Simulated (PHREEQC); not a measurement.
Make-up at 20 °C: 0.059 mol H2SO4, 0.013 mol CuSO4 and 6.3e-05 mol MgSO4 per kg of water. It is in equilibrium with CO2 at log p = 0 (atm). Otherwise closed; pH follows from the charge balance.

All values are PHREEQC results (ion-association model, wateq4f.dat), not measurements.

### Question
The ionic strength comes out as 0.116 mol/kgw. What activity coefficients do Mg+2, SO4-2, H+, HSO4-, Cu+2 get?

### Answer
Mg+2 0.39, SO4-2 0.36, H+ 0.82, HSO4- 0.77, Cu+2 0.39.

This is a speciation only: nothing precipitates in the calculation.
